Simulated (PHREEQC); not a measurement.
A made-up water analysis in mg/L, 25 °C, pH 6.69, pe 10.2:

```csv
constituent,mg/L
Na,0.0302
K,0.0379
Ca,0.0796
Mg,0.033
Cl,0.0923
S(6) as SO4,0.0273
Alkalinity as HCO3,0.338
Li,1.37e-05
Sr,0.0119
O(0) (dissolved oxygen),0.00427
N(5) as NO3,0.00553
Zn,0.000198
```

Valence states are taken as typed.

All values are PHREEQC results (ion-association model, phreeqc.dat), not measurements.

Precipitation was switched off in this run.

Q: Estimate the charge-balance error.

A: charge-balance error 2.4 %.

Q: In which forms is C present?

A: HCO3- 69 %, CO2 31 % of the C.
